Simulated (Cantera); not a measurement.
Input: 1 mol MgSO₄, 8.8 mol H₂, 4.9 mol O₂, equilibrated at 0.100 bar.

Cantera equilibrium calculation (NASA polynomials, part measured and part estimated; ideal gas, pure solids and liquids). Candidate condensed phases: H₂O, H₂SO₄, Mg, MgO, Mg(OH)₂, MgS, MgSO₄, S; 26 gas species. Mutual solubility and eutectic melting of coexisting phases are not modelled. Kinetics and transport are ignored.

### Question
Which condensed phases are stable at each of these points (T (K)): 1050, 1150, 1250, 1350, 1450, 1550, 1650, 1750, 1850, 1950, 2050?

### Answer
```
T (K)   condensed phases  Mg condensed (%)
-----  -----------------  ----------------
1050   MgO(s) + MgSO₄(s)             100.0
1150              MgO(s)             100.0
1250              MgO(s)             100.0
1350              MgO(s)             100.0
1450              MgO(s)             100.0
1550              MgO(s)             100.0
1650              MgO(s)             100.0
1750              MgO(s)             100.0
1850              MgO(s)             100.0
1950              MgO(s)             100.0
2050              MgO(s)              99.9
```

At 1050 K the condensed part is MgO(s) + MgSO₄(s). From 1150 K to 2050 K the condensed part is MgO(s).
